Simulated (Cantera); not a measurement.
Charge: 1 mol CS2, a varied amount of O2, held at 55.0 bar.

Equilibrium computed with Cantera from the NASA thermochemical tables; the gas is ideal and each condensed phase is pure. Candidate condensed phases: C, S; 22 gas species. The ideal-gas law is rough above about 30 bar. The numbers say what is thermodynamically allowed, not how fast it happens.

### Question
What condenses at these points (T in °C, n(O2) in mol): (1650, 0.41); (1050, 0.15); (1500, 0.078); (1050, 0.41); (2700, 0.41)?

### Answer
```csv
T (°C),n(O2) in mol,condensed phases,C condensed (%)
1650,0.41,gas only,0.0
1050,0.15,gas only,0.0
1500,0.078,C,3.0
1050,0.41,gas only,0.0
2700,0.41,gas only,0.0
```
